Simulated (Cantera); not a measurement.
borazine + NH3 + H2 (boron, boron nitride and boron oxide)

Charge: 1 mol borazine, 2.4 mol NH3, 0.76 mol H2, equilibrated at 1325 K and 1.33 mbar.

These are equilibrium values from Cantera (NASA tables, ideal gas, pure condensed phases), not measurements of a reactor. Candidate condensed phases: B, BN; 15 gas species. The feed counts by its element totals alone. Equilibrium is a limit: real reactors are often held back by kinetics, nucleation or transport.

- x(H2) = 0.860
- x(N2) = 0.140
- x(H) = 4.15e-5
- n(BN(s)) = 3.00 mol
- gas amount = 8.560 mol
- log10 activity of B(s) (absent) = -3.42
